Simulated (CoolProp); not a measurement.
Sulfur hexafluoride at several states: density (kg/m³) from the reference equation and from simpler models built on Tc = 45.6 °C, pc = 3755 kPa, ω = 0.210; each cubic takes its own stable root.

Computed with CoolProp (reference Helmholtz-energy equation of state, Guder 2009).

```tsv
T (°C)	p (kPa)	phase	reference	ideal gas	van der Waals	Redlich-Kwong	Soave-Redlich-Kwong	Peng-Robinson
235.45	141	gas	4.880	4.870	4.886	4.884	4.879	4.883
211.35	17100	supercritical	703.4	…	…	…	…	715.0
45.35	2230	gas	162.0	123.0	…	162.0	162.1	…
92.95	18	gas	0.8646	0.8637	0.8646	0.8646	0.8646	0.8647
```

Problem. What belongs in the gaps?

Solution. 
- 211.35, ideal gas: 620.0
- 211.35, van der Waals: 752.4
- 211.35, Redlich-Kwong: 748.5
- 211.35, Soave-Redlich-Kwong: 673.3
- 45.35, van der Waals: 156.7
- 45.35, Peng-Robinson: 166.6
